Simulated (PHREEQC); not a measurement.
Na2CO3 is added in steps, without added water, to 1 kg of water holding 0.034 mol HF, 0.046 mol NaF and 0.27 mol KCl, at 17 °C. O2 is buffered at 0.21 atm. CO2 from the air is kept out. The run lets Halite, Nahcolite, Natron precipitate or redissolve, and no other solid.

Base run: PHREEQC, ion-association model, wateq4f.dat. Each further column changes one thing. The table gives HF2- (mol/kgw).

```tsv
Na2CO3 added (mol)	base	metal-ligand complexes left out	Davies equation for every ion	Debye-Hückel limiting law	database phreeqc.dat
0	0.00401	0.00405	0.00401	0.00380	0.00427
0.0675	2.97e-9	___	3.06e-9	6.02e-9	2.56e-9
0.135	1.12e-9	7.80e-10	1.15e-9	___	9.09e-10
0.2025	7.36e-10	4.82e-10	7.53e-10	2.00e-9	5.63e-10
0.27	5.65e-10	3.53e-10	5.77e-10	1.78e-9	___
0.3375	4.66e-10	2.80e-10	4.76e-10	1.70e-9	3.18e-10
0.405	4.02e-10	___	4.10e-10	1.69e-9	2.59e-10
0.4725	3.55e-10	___	3.63e-10	1.72e-9	___
0.54	3.21e-10	2.26e-10	3.27e-10	1.78e-9	1.85e-10
```

Task: Some entries are withheld; supply them.

Result: 
- 0.0675, metal-ligand complexes left out: 2.25e-9
- 0.135, Debye-Hückel limiting law: 2.63e-9
- 0.27, database phreeqc.dat: 4.08e-10
- 0.405, metal-ligand complexes left out: 2.33e-10
- 0.4725, metal-ligand complexes left out: 2.17e-10
- 0.4725, database phreeqc.dat: 2.16e-10

The ionic strength passes 0.7 mol/kgw, the rough limit of the ion-association models, in part of: base; metal-ligand complexes left out; Davies equation for every ion; Debye-Hückel limiting law; database phreeqc.dat. wateq4f.dat counts part of the HF as a dimer, H2F2, which phreeqc.dat doesn't know; its constant is uncertain. phreeqc.dat and wateq4f.dat share most of their constants, so their agreement is no independent check. Solids allowed in the column 'database phreeqc.dat': Halite, Sylvite.
